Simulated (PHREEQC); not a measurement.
NaHCO3 is added in steps, without added water, to 1 kg of water holding 0.0094 mol HNO3, 0.012 mol NiCl2 and 0.022 mol MnSO4, at 25 °C. The system is closed to oxygen. CO2 is held at log p = -3.4 (atm). Only these solids could form: Rhodochrosite, Pyrochroite, Ni(OH)2, NiCO3, Ni4(OH)6SO4, Halite, Mirabilite, Morenosite, Nahcolite, Natron.

Base run: PHREEQC, ion-association model, wateq4f.dat. Each further column changes one thing. The table gives NiCO3 (mol/kgw).

```json
[
 {"NaHCO3 added (mol)": "0", "base": "2.40e-13", "temperature from 25 to 85 °C": "3.26e-13", "temperature from 25 to 55 °C": "3.06e-13", "no solid may form": "2.40e-13"},
 {"NaHCO3 added (mol)": "0.004", "base": "7.44e-13", "temperature from 25 to 85 °C": "1.12e-12", "temperature from 25 to 55 °C": "9.80e-13", "no solid may form": "7.44e-13"},
 {"NaHCO3 added (mol)": "0.008", "base": "1.13e-11", "temperature from 25 to 85 °C": "1.91e-11", "temperature from 25 to 55 °C": "1.55e-11", "no solid may form": "1.13e-11"},
 {"NaHCO3 added (mol)": "0.012", "base": "2.90e-5", "temperature from 25 to 85 °C": "2.25e-5", "temperature from 25 to 55 °C": "2.52e-5", "no solid may form": "?"},
 {"NaHCO3 added (mol)": "0.014", "base": "3.05e-5", "temperature from 25 to 85 °C": "2.37e-5", "temperature from 25 to 55 °C": "2.65e-5", "no solid may form": "0.00209"},
 {"NaHCO3 added (mol)": "0.018", "base": "3.39e-5", "temperature from 25 to 85 °C": "2.65e-5", "temperature from 25 to 55 °C": "2.95e-5", "no solid may form": "0.00394"},
 {"NaHCO3 added (mol)": "0.022", "base": "3.82e-5", "temperature from 25 to 85 °C": "3.00e-5", "temperature from 25 to 55 °C": "3.33e-5", "no solid may form": "0.00575"},
 {"NaHCO3 added (mol)": "0.026", "base": "4.37e-5", "temperature from 25 to 85 °C": "?", "temperature from 25 to 55 °C": "3.81e-5", "no solid may form": "0.00745"},
 {"NaHCO3 added (mol)": "0.03", "base": "5.10e-5", "temperature from 25 to 85 °C": "4.04e-5", "temperature from 25 to 55 °C": "4.46e-5", "no solid may form": "0.00894"},
 {"NaHCO3 added (mol)": "0.034", "base": "6.13e-5", "temperature from 25 to 85 °C": "4.87e-5", "temperature from 25 to 55 °C": "5.38e-5", "no solid may form": "0.0100"},
 {"NaHCO3 added (mol)": "0.036", "base": "6.82e-5", "temperature from 25 to 85 °C": "5.43e-5", "temperature from 25 to 55 °C": "5.99e-5", "no solid may form": "0.0104"},
 {"NaHCO3 added (mol)": "0.04", "base": "8.79e-5", "temperature from 25 to 85 °C": "?", "temperature from 25 to 55 °C": "7.73e-5", "no solid may form": "0.0108"},
 {"NaHCO3 added (mol)": "0.044", "base": "0.000123", "temperature from 25 to 85 °C": "9.85e-5", "temperature from 25 to 55 °C": "0.000109", "no solid may form": "0.0109"},
 {"NaHCO3 added (mol)": "0.048", "base": "0.000130", "temperature from 25 to 85 °C": "0.000162", "temperature from 25 to 55 °C": "0.000180", "no solid may form": "0.0108"}
]
```

**Question.** Fill in the missing entries.

**Answer.** 
- 0.012, no solid may form: 0.00116
- 0.026, temperature from 25 to 85 °C: 3.44e-5
- 0.04, temperature from 25 to 85 °C: 7.01e-5

The database's Ni(OH)2 is the aged solid; a fresh precipitate is more soluble. Away from 25 °C the constants follow the database's enthalpies or fits; those with neither stay at their 25 °C values. In at least one series the solution becomes supersaturated in solids that the run did not let form, among them Rhodochrosite, Ni(OH)2, Ni4(OH)6SO4. The database's nickel carbonate constants are estimates that later reviews lower a good deal.
